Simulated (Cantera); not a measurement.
Low-pressure radical oxidation in H2/O2

An isothermal, constant-pressure homogeneous reactor starts with H2 : O2 = 0.12 : 1 (molar parts), at 1150 K and 220 Pa.

Detailed kinetics in Cantera: the H2/O2 subset of GRI-Mech 3.0, which has no nitrogen chemistry. Radical loss at walls, strong at low pressure, is not modelled. The temperature is held fixed by assumption; the heat of reaction is taken as removed at once.

```json
[
 {"t (s)": "0.000200", "x H2": "0.107", "x O2": "0.893", "x H2O2": "<1e-12", "x H2O": "7.50e-11", "x O": "2.45e-10"},
 {"t (s)": "0.00103", "x H2": "0.107", "x O2": "0.893", "x H2O2": "2.61e-12", "x H2O": "6.27e-9", "x O": "5.47e-9"},
 {"t (s)": "0.00532", "x H2": "0.107", "x O2": "0.893", "x H2O2": "7.15e-11", "x H2O": "8.87e-6", "x O": "4.58e-6"},
 {"t (s)": "0.0274", "x H2": "0.00307", "x O2": "0.821", "x H2O2": "2.58e-8", "x H2O": "0.0869", "x O": "0.0539"},
 {"t (s)": "0.141", "x H2": "0.00261", "x O2": "0.833", "x H2O2": "2.79e-8", "x H2O": "0.0922", "x O": "0.0448"},
 {"t (s)": "0.729", "x H2": "0.00115", "x O2": "0.866", "x H2O2": "3.46e-8", "x H2O": "0.106", "x O": "0.0180"},
 {"t (s)": "3.76", "x H2": "8.71e-5", "x O2": "0.885", "x H2O2": "2.41e-8", "x H2O": "0.112", "x O": "0.00131"},
 {"t (s)": "19.4", "x H2": "4.06e-6", "x O2": "0.887", "x H2O2": "6.10e-9", "x H2O": "0.113", "x O": "6.11e-5"},
 {"t (s)": "100", "x H2": "3.51e-7", "x O2": "0.887", "x H2O2": "1.22e-9", "x H2O": "0.113", "x O": "5.29e-6"}
]
```
x: mole fraction; the columns are a selection and need not sum to one.

Equilibrium at this temperature and pressure: H2 1.11e-8, O2 0.887, H2O2 7.51e-11, H2O 0.113, O 1.68e-7 (gas phase only).
